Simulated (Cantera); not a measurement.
A perfectly stirred reactor is fed with CH4 : CO : O2 : N2 = 1 : 0.044 : 1.26 : 4.75 (molar parts), equivalence ratio 1.6, at 240000 Pa; it is adiabatic with a 700 K inlet, and is followed from long to short residence time, starting on the burning branch (τ in s: 0.02, 0.011, 0.0062, 0.0034, 0.0019, 0.0011, 0.00058, 0.00032, 0.00018, 0.0001, 5.5e-05, 3.1e-05, 1.7e-05).

Model: GRI-Mech 3.0 (53 species, 325 reactions), integrated in Cantera.

Problem. What does this change do: 0.27 parts H2O added?

Solution. 
```
quantity                                                                        before                                 after
------------------------------------------------  ------------------------------------  ------------------------------------
blow-out, bracketed by the residence times tried  burning at 0.180 ms, out at 0.100 ms  burning at 0.320 ms, out at 0.180 ms
x(CH4) at τ = 20.0 ms                                                          0.00101                               0.00155
x(CO) at τ = 20.0 ms                                                            0.0981                                0.0895
x(O2) at τ = 20.0 ms                                                          0.000219                              0.000296
x(C2H2) at τ = 20.0 ms                                                        0.000323                              0.000582
x(HCO) at τ = 20.0 ms                                                          1.60e-7                               1.34e-7
x(CH4) at τ = 0.580 ms                                                         0.00500                               0.00656
x(CO) at τ = 0.580 ms                                                           0.0889                                0.0803
x(O2) at τ = 0.580 ms                                                          0.00451                               0.00602
x(C2H2) at τ = 0.580 ms                                                        0.00315                               0.00365
x(HCO) at τ = 0.580 ms                                                         2.19e-6                               1.92e-6
```

Problem. What does this change do: pressure from 240000 Pa to 48000 Pa?

Solution. 
```tsv
quantity	before	after
blow-out, bracketed by the residence times tried	burning at 0.180 ms, out at 0.100 ms	burning at 0.320 ms, out at 0.180 ms
x(CH4) at τ = 20.0 ms	0.00101	0.000289
x(CO) at τ = 20.0 ms	0.0981	0.0991
x(O2) at τ = 20.0 ms	0.000219	0.000311
x(C2H2) at τ = 20.0 ms	0.000323	6.26e-5
x(HCO) at τ = 20.0 ms	1.60e-7	5.46e-7
x(CH4) at τ = 0.580 ms	0.00500	0.00361
x(CO) at τ = 0.580 ms	0.0889	0.0952
x(O2) at τ = 0.580 ms	0.00451	0.00767
x(C2H2) at τ = 0.580 ms	0.00315	0.00183
x(HCO) at τ = 0.580 ms	2.19e-6	1.15e-5
```
